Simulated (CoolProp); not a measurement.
R1234ze(Z) along the isobar 0.945 MPa: fugacity coefficient from the reference equation and from simpler models built on Tc = 150.1 °C, pc = 3.531 MPa, ω = 0.327; each cubic takes its own stable root.

Values from CoolProp's reference Helmholtz-energy equation of state, Akasaka 2019.

```tsv
T (°C)	phase	reference
98.65	gas	0.8427
108.35	gas	0.8567
118.15	gas	0.8693
127.85	gas	0.8803
137.65	gas	0.8902
147.35	gas	0.8990
157.15	gas	0.9070
166.85	gas	0.9142
```

How far does each simpler model (van der Waals, Redlich-Kwong, Peng-Robinson) lie from the reference over these 8 states: mean and median of the absolute difference, and the worst?


- van der Waals: mean 3.3 %, median 3.1 %, worst +5.9 % at 98.65 °C and 0.945 MPa
- Redlich-Kwong: mean 1.7 %, median 1.5 %, worst +3.2 % at 98.65 °C and 0.945 MPa
- Peng-Robinson: mean 0.3 %, median 0.2 %, worst +1.0 % at 98.65 °C and 0.945 MPa
